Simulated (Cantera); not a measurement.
A closed system holds: 1 mol PbO, 2.1 mol CO, 51 mol N₂, equilibrated at 1 atm.

Equilibrium computed with Cantera from the NASA thermochemical tables; the gas is ideal and each condensed phase is pure. Candidate condensed phases: C, Pb, PbO, PbO₂, Pb₃O₄; 27 gas species. Rates play no part.

x: gas mole fraction; n: condensed amount in mol.

```tsv
T (K)	x N₂	x CO₂	x CO	x Pb	x PbO	x Pb₂	n C(graphite)	n Pb(l)
700	0.969	0.0281	0.00262	1.10e-9	<1e-12	<1e-12	0.481	1.00
775	0.966	0.0242	0.0102	2.46e-8	<1e-12	<1e-12	0.279	1.000
850	0.960	0.0188	0.0207	3.14e-7	<1e-12	<1e-12	0	1.000
925	0.960	0.0188	0.0207	2.64e-6	1.00e-12	2.46e-12	0	1.000
1000	0.960	0.0188	0.0207	1.60e-5	2.80e-11	5.03e-11	0	0.999
1075	0.960	0.0188	0.0207	7.49e-5	4.89e-10	6.67e-10	0	0.996
1150	0.960	0.0188	0.0207	0.000286	5.84e-9	6.25e-9	0	0.985
1225	0.960	0.0188	0.0207	0.000922	5.11e-8	4.41e-8	0	0.951
1300	0.958	0.0188	0.0207	0.00259	3.46e-7	2.47e-7	0	[?]
1375	0.954	0.0187	0.0206	0.00648	1.89e-6	1.13e-6	0	[?]
1450	0.946	0.0185	0.0204	0.0147	8.63e-6	4.43e-6	0	[?]
1525	0.943	0.0185	0.0204	0.0185	2.03e-5	5.43e-6	0	0
1600	0.943	0.0184	0.0204	0.0184	3.57e-5	4.32e-6	0	0
```

Task: What belongs in the gaps?

Result: 
- 1300, n Pb(l): 0.862
- 1375, n Pb(l): 0.653
- 1450, n Pb(l): 0.207
